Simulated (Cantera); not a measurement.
Low-pressure radical oxidation in H2/O2

An isothermal, constant-pressure homogeneous reactor starts with 29.1 % H₂, 70.9 % O₂, equivalence ratio 0.20, at 1225 K and 2.48 Torr.

Detailed kinetics in Cantera: the H2/O2 subset of GRI-Mech 3.0, which has no nitrogen chemistry. Radical loss at walls, strong at low pressure, is not modelled. The temperature is held fixed by assumption; the heat of reaction is taken as removed at once.

| t (s) | x H₂ | x O₂ | x OH | x H | x H₂O |
|---|---|---|---|---|---|
| 4.00e-5 | 0.291 | 0.709 | 2.18e-10 | 2.80e-9 | 7.09e-11 |
| 0.000163 | 0.291 | 0.709 | 2.32e-9 | 1.21e-8 | 3.25e-9 |
| 0.000661 | 0.291 | 0.709 | 4.46e-8 | 1.66e-7 | 1.90e-7 |
| 0.00269 | 0.289 | 0.708 | 0.000296 | 0.00108 | 0.00157 |
| 0.0109 | 0.0170 | 0.558 | 0.0130 | 0.112 | 0.213 |
| 0.0444 | 0.0152 | 0.576 | 0.0125 | 0.0872 | 0.237 |
| 0.180 | 0.00789 | 0.624 | 0.00939 | 0.0268 | 0.300 |
| 0.733 | 0.000678 | 0.656 | 0.00281 | 0.000612 | 0.337 |
| 2.98 | 3.65e-5 | 0.659 | 0.000655 | 7.64e-6 | 0.340 |
| 12.1 | 4.08e-6 | 0.660 | 0.000220 | 2.88e-7 | 0.340 |
| 49.2 | 7.07e-7 | 0.660 | 9.16e-5 | 2.09e-8 | 0.340 |
| 200 | 1.97e-7 | 0.660 | 4.84e-5 | 3.08e-9 | 0.340 |
x: mole fraction; the columns are a selection and need not sum to one.

Equilibrium at this temperature and pressure: H₂ 1.55e-7, O₂ 0.660, OH 4.29e-5, H 2.15e-9, H₂O 0.340 (gas phase only).
